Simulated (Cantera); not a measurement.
Feed: 1 mol FeS, 350 mol H2, 7.2 mol H2O, equilibrated at 2050 K and 133 Pa.

Equilibrium computed with Cantera from the NASA thermochemical tables; the gas is ideal and each condensed phase is pure. The numbers say what is thermodynamically allowed, not how fast it happens.

```json
[
 {"species": "H2", "before": "0.916", "after": "0.676"},
 {"species": "H2O", "before": "0.0192", "after": "0.209"},
 {"species": "H", "before": "0.0595", "after": "0.0511"},
 {"species": "Fe", "before": "0.00270", "after": "0.0322"},
 {"species": "SO", "before": "0.000152", "after": "0.0107"},
 {"species": "SO2", "before": "5.72e-6", "after": "0.00597"},
 {"species": "O2", "before": "5.71e-8", "after": "1.24e-5"},
 {"species": "FeO", "before": "1.27e-6", "after": "0.000222"},
 {"species": "S2", "before": "0.000117", "after": "0.00270"},
 {"species": "O", "before": "6.37e-6", "after": "9.39e-5"},
 {"species": "OH", "before": "0.000136", "after": "0.00172"}
]
```
Gas species are given as mole fractions.

Problem. Name the change that produced these shifts.
A. temperature from 2050 K to 1925 K
B. temperature from 2050 K to 1700 K
C. pressure from 133 Pa to 13300 Pa
D. H2 from 350 to 21 mol

Solution. D, H2 from 350 to 21 mol
